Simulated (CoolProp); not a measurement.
Saturated liquid density (kg/m³) of R1123: the reference equation beside estimates from Tc = 331.7 K, pc = 45.49 bar, ω = 0.243.

The numbers come from the reference Helmholtz-energy equation of state, Akasaka 2020 in CoolProp.

```csv
T (K),reference,Redlich-Kwong,Peng-Robinson
209.6,1352,1195,[?]
216.9,1329,[?],1370
224.2,1305,1148,1345
231.5,1281,1122,[?]
238.8,[?],1095,[?]
246.1,1230,1067,1261
253.4,[?],1037,1229
260.7,1175,1006,1194
268,1145,973.1,[?]
275.4,1113,937.4,1116
```

Task: Fill in the missing entries.

Result: 
- 209.6, Peng-Robinson: 1393
- 216.9, Redlich-Kwong: 1172
- 231.5, Peng-Robinson: 1319
- 238.8, reference: 1256
- 238.8, Peng-Robinson: 1291
- 253.4, reference: 1203
- 268, Peng-Robinson: 1157

Absolute difference from the reference over all 10 rows, mean and median: Redlich-Kwong 13.3 and 13.0 %, Peng-Robinson 2.3 and 2.7 %.
